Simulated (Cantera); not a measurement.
Charge: 1 mol Al(CH₃)₃, 11 mol H₂O, 4.3 mol H₂, held at 1575 K and 540 Pa.

Cantera equilibrium calculation (NASA polynomials, part measured and part estimated; ideal gas, pure solids and liquids). Candidate condensed phases: Al, Al₂O₃, C, C₆H₆, C₇H₈, C₈H₁₈, H₂O; 121 gas species. The feed counts by its element totals alone. Kinetics and transport are ignored.

Base state: H₂ 0.600, H₂O 0.268, CO 0.114, CO₂ 0.0175, H 0.000438 (mole fractions); condensed: Al₂O₃(s).

**Question.** What changes in the equilibrium state with this change: temperature from 1575 K to 1248.15 K?

**Answer.** 
| species | before | after |
|---|---|---|
| H₂ | 0.600 | 0.611 |
| H₂O | 0.268 | 0.257 |
| CO | 0.114 | 0.104 |
| CO₂ | 0.0175 | 0.0280 |
| H | 0.000438 | 4.98e-6 |
| Al₂O₃(s), mol | 0.500 | 0.500 |
